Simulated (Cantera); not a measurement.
A closed system holds: 1 mol Si, 0.027 mol H₂O, a varied amount of N₂, at 1575 K and 14.0 mbar.

Equilibrium computed with Cantera from the NASA thermochemical tables; the gas is ideal and each condensed phase is pure. Candidate condensed phases: H₂O, Si, SiO₂, Si₂N₂O, Si₃N₄; 35 gas species. Mutual solubility and eutectic melting of coexisting phases are not modelled. Equilibrium is a limit: real reactors are often held back by kinetics, nucleation or transport.

log p: log10 of the partial pressure in bar; n: condensed amount in mol.

| n(N₂) (mol) | log p N₂ | log p H₂ | log p SiO | log p H | log p Si | n Si₂N₂O(s) | n Si₃N₄(s) |
|---|---|---|---|---|---|---|---|
| 100 | -1.85 | -5.42 | -5.93 | -7.09 | -8.48 | ? | 0.318 |
| 140 | -1.85 | -5.57 | -5.93 | -7.17 | -8.48 | ? | 0.319 |
| 180 | -1.85 | -5.68 | -5.93 | -7.22 | -8.48 | ? | 0.320 |
| 220 | -1.85 | -5.77 | -5.93 | -7.27 | -8.48 | ? | 0.321 |
| 260 | -1.85 | -5.84 | -5.93 | -7.30 | -8.48 | ? | 0.323 |
| 300 | -1.85 | -5.91 | -5.93 | -7.33 | -8.48 | ? | 0.324 |
| 330 | -1.85 | -5.95 | -5.94 | -7.36 | -8.48 | 0 | 0.324 |
| 370 | -1.85 | -6.00 | -5.99 | -7.38 | -8.48 | 0 | 0.324 |
| 410 | -1.85 | -6.04 | -6.03 | -7.40 | -8.48 | 0 | 0.324 |
| 450 | -1.85 | -6.08 | -6.08 | -7.42 | -8.48 | 0 | 0.324 |

Q: Complete the blanks.

A: 
- 100, n Si₂N₂O(s): 0.0187
- 140, n Si₂N₂O(s): 0.0153
- 180, n Si₂N₂O(s): 0.0119
- 220, n Si₂N₂O(s): 0.00858
- 260, n Si₂N₂O(s): 0.00522
- 300, n Si₂N₂O(s): 0.00186
